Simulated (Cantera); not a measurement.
A perfectly stirred reactor is fed with 9.51 % CH4, 19.0 % O2, 71.5 % N2, at 2.76 atm; it is adiabatic with a 500 K inlet, and is followed from long to short residence time, starting on the burning branch (τ in s: 0.27, 0.11, 0.046, 0.019, 0.0077, 0.0031, 0.0013, 0.00052, 0.00021, 8.8e-05).

Model: GRI-Mech 3.0 (53 species, 325 reactions), integrated in Cantera.

Predict: blow-out, bracketed by the residence times tried; x(CH4) at τ = 0.270 s; x(O2) at τ = 0.270 s; x(CH2) at τ = 0.270 s; x(HO2) at τ = 0.270 s; x(NO2) at τ = 0.270 s; x(CH4) at τ = 3.10 ms; x(O2) at τ = 3.10 ms; x(CH2) at τ = 3.10 ms; x(HO2) at τ = 3.10 ms; x(NO2) at τ = 3.10 ms.


```json
{
 "blow_out_bracketed_by_the_residence_times_tried": "burning at 88.0 µs, the shortest tried",
 "x(CH4) at τ = 0.270 s": "5.19e-7",
 "x(O2) at τ = 0.270 s": "0.00544",
 "x(CH2) at τ = 0.270 s": "2.36e-8",
 "x(HO2) at τ = 0.270 s": "1.08e-6",
 "x(NO2) at τ = 0.270 s": "6.61e-7",
 "x(CH4) at τ = 3.10 ms": "2.60e-5",
 "x(O2) at τ = 3.10 ms": "0.00927",
 "x(CH2) at τ = 3.10 ms": "1.27e-6",
 "x(HO2) at τ = 3.10 ms": "2.38e-6",
 "x(NO2) at τ = 3.10 ms": "1.93e-7"
}
```
